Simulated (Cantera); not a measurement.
A Cantera script and what it prints.

```python
import numpy as np
import cantera as ct

gas_names = """
    B BH BH2 BH3 BO BO2 B2 B2O B2O2 B2O3 B3O3H3 H HBO HBO2 HO2 H2 H2O H2O2 H3B3O6 O OH O2 O3
""".split()
cond_names = """
    B(b) B(L) B2O3(L) B3O3H3(cr) H2O(s) H2O(L)
""".split()


# ... load() reads the species with a 1 bar reference pressure and builds the phases ...
atoms = {
    'B2H6': {'B': 2, 'H': 6},
    'H2O': {'H': 2, 'O': 1},
}
top_T = {}  # K; cautious upper limits of use, not melting points


# ... equilibrate(T, P, feed) seeds the gas with the atoms and calls Mixture.equilibrate('TP', solver="vcs", rtol=1e-11, max_steps=5000) ...
results = []
feed = {'B2H6': 1, 'H2O': 0.073}  # mol
T = 975  # K
P = 620  # Pa
mix = equilibrate(T, P, feed)
results.append((T, P, feed, dict(zip(mix.species_names, mix.species_moles))))
print(gas.report(threshold=0.001))
for i in range(1, mix.n_phases):
    print(f"{mix.phase(i).name:16s} {mix.phase_moles(i):12.5e} mol")
```

Output:

```
       temperature   975 K
          pressure   620 Pa
           density   0.00015709 kg/m^3
  mean mol. weight   2.054 kg/kmol
   phase of matter   gas

                          1 kg             1 kmol
                     ---------------   ---------------
          enthalpy        9.4449e+06          1.94e+07  J
   internal energy        5.4981e+06        1.1293e+07  J
           entropy        1.0122e+05         2.079e+05  J/K
    Gibbs function       -8.9243e+07        -1.833e+08  J
 heat capacity c_p             14710             30214  J/K
 heat capacity c_v             10662             21899  J/K

                      mass frac. Y      mole frac. X     chem. pot. / RT
                     ---------------   ---------------   ---------------
                H2           0.98104           0.99953           -22.527
     [  +22 minor]          0.018959        0.00047074

B(b)              1.94990e+00 mol
B2O3(L)           2.28997e-02 mol
B3O3H3(cr)        0.00000e+00 mol
```

Cantera equilibrium calculation (NASA polynomials, part measured and part estimated; ideal gas, pure solids and liquids). The feed counts by its element totals alone.
